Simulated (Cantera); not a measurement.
Input (Python, Cantera) and output of one run.

```python
import numpy as np
import cantera as ct

gas_names = """
    CL CL2 H HCL H2 Si SiCL SiCL2 SiCL3 SiCL4 SiH SiHCL3 SiH2 SiH2CL2 SiH3 SiH3CL SiH4 Si2 Si3
""".split()
cond_names = """
    Si(cr) Si(L)
""".split()


# ... load() reads the species with a 1 bar reference pressure and builds the phases ...
atoms = {
    'Si': {'Si': 1},
    'HCl': {'H': 1, 'CL': 1},
    'H2': {'H': 2},
}
top_T = {}  # K; cautious upper limits of use, not melting points


# ... equilibrate(T, P, feed) seeds the gas with the atoms and calls Mixture.equilibrate('TP', solver="vcs", rtol=1e-11, max_steps=5000) ...
results = []
feed = {'Si': 1, 'HCl': 1.5, 'H2': 13}  # mol
T = 925  # K
P = 100000  # Pa
mix = equilibrate(T, P, feed)
results.append((T, P, feed, dict(zip(mix.species_names, mix.species_moles))))
x = sorted(zip(gas.X, gas.species_names), reverse=True)
print(f"T = {T:g} K  P = {P:g} Pa  gas = {mix.phase_moles(0):.4g} mol")
print("   x: " + "  ".join(f"{s} {v:.3e}" for v, s in x if v > 0.001))
print("   condensed (mol): " + ("  ".join(f"{mix.phase(i).name} {mix.phase_moles(i):.4g}"
      for i in range(1, mix.n_phases) if mix.phase_moles(i) > 1e-12) or "none"))
```

Result:

```
T = 925 K  P = 100000 Pa  gas = 14.08 mol
   x: H2 9.664e-01  SiCL4 1.458e-02  SiHCL3 1.387e-02  HCL 3.690e-03  SiH2CL2 1.296e-03
   condensed (mol): Si(cr) 0.5793
```

Equilibrium computed with Cantera from the NASA thermochemical tables; the gas is ideal and each condensed phase is pure. The tables' values for SiCl3 are old estimates; treat these amounts as uncertain.
